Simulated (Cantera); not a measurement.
An isothermal, constant-pressure homogeneous reactor starts with H2 : O2 = 0.25 : 1 (molar parts), at 1350 K and 1000 Pa. Integrator tolerance rtol = 1e-08.

Model: the H2/O2 subset of GRI-Mech 3.0, which has no nitrogen chemistry, integrated in Cantera. Radical loss at walls, strong at low pressure, is not modelled. The temperature is held fixed by assumption; the heat of reaction is taken as removed at once.

Question: What does this change do: pressure from 1000 Pa to 220 Pa?

Answer: 
| quantity | before | after |
|---|---|---|
| x(H2) at 200 s | 5.18e-7 (gas-phase equilibrium 5.18e-7) | 1.21e-6 (gas-phase equilibrium 1.10e-6) |
| x(O2) at 200 s | 0.778 (gas-phase equilibrium 0.778) | 0.778 (gas-phase equilibrium 0.778) |
| x(H2O) at 200 s | 0.222 (gas-phase equilibrium 0.222) | 0.222 (gas-phase equilibrium 0.222) |
| x(H2O2) at 200 s | 1.55e-9 (gas-phase equilibrium 1.55e-9) | 7.51e-10 (gas-phase equilibrium 7.29e-10) |
| x(H) at 200 s | 1.73e-8 (gas-phase equilibrium 1.73e-8) | 6.14e-8 (gas-phase equilibrium 5.37e-8) |
| x(OH) at 200 s | 0.000120 (gas-phase equilibrium 0.000120) | 0.000184 (gas-phase equilibrium 0.000176) |
| x(HO2) at 200 s | 7.44e-8 (gas-phase equilibrium 7.44e-8) | 4.92e-8 (gas-phase equilibrium 5.09e-8) |
